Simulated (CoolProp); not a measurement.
Aqueous methanol as a coolant, at 13 °C, 1 atm.

Model: Melinder's fits for secondary coolants, in CoolProp.

```json
[
 {"mass %": "4.8", "freezing point (°C)": "-2.9", "viscosity (mPa s)": "1.39", "cp (kJ/(kg K))": "4.228", "Prandtl number": "10.5", "density (kg/m³)": "991.0"},
 {"mass %": "9.1", "freezing point (°C)": "-5.9", "viscosity (mPa s)": "1.57", "cp (kJ/(kg K))": "4.218", "Prandtl number": "12.4", "density (kg/m³)": "984.3"},
 {"mass %": "13.4", "freezing point (°C)": "-9.2", "viscosity (mPa s)": "1.75", "cp (kJ/(kg K))": "4.182", "Prandtl number": "14.3", "density (kg/m³)": "978.2"},
 {"mass %": "17.6", "freezing point (°C)": "-12.9", "viscosity (mPa s)": "1.91", "cp (kJ/(kg K))": "4.133", "Prandtl number": "16.2", "density (kg/m³)": "972.4"},
 {"mass %": "21.9", "freezing point (°C)": "-16.9", "viscosity (mPa s)": "2.06", "cp (kJ/(kg K))": "4.075", "Prandtl number": "18.0", "density (kg/m³)": "966.5"},
 {"mass %": "26.2", "freezing point (°C)": "-21.4", "viscosity (mPa s)": "2.17", "cp (kJ/(kg K))": "4.013", "Prandtl number": "19.6", "density (kg/m³)": "960.4"},
 {"mass %": "30.5", "freezing point (°C)": "-26.3", "viscosity (mPa s)": "2.25", "cp (kJ/(kg K))": "3.947", "Prandtl number": "20.9", "density (kg/m³)": "954.0"},
 {"mass %": "34.7", "freezing point (°C)": "-31.5", "viscosity (mPa s)": "2.29", "cp (kJ/(kg K))": "3.878", "Prandtl number": "21.9", "density (kg/m³)": "947.4"},
 {"mass %": "39", "freezing point (°C)": "-37.3", "viscosity (mPa s)": "2.29", "cp (kJ/(kg K))": "3.799", "Prandtl number": "22.6", "density (kg/m³)": "940.3"},
 {"mass %": "43.3", "freezing point (°C)": "-43.6", "viscosity (mPa s)": "2.26", "cp (kJ/(kg K))": "3.712", "Prandtl number": "22.8", "density (kg/m³)": "932.8"},
 {"mass %": "47.5", "freezing point (°C)": "-50.3", "viscosity (mPa s)": "2.21", "cp (kJ/(kg K))": "3.617", "Prandtl number": "22.7", "density (kg/m³)": "925.1"},
 {"mass %": "51.8", "freezing point (°C)": "-57.6", "viscosity (mPa s)": "2.13", "cp (kJ/(kg K))": "3.514", "Prandtl number": "22.2", "density (kg/m³)": "916.8"}
]
```
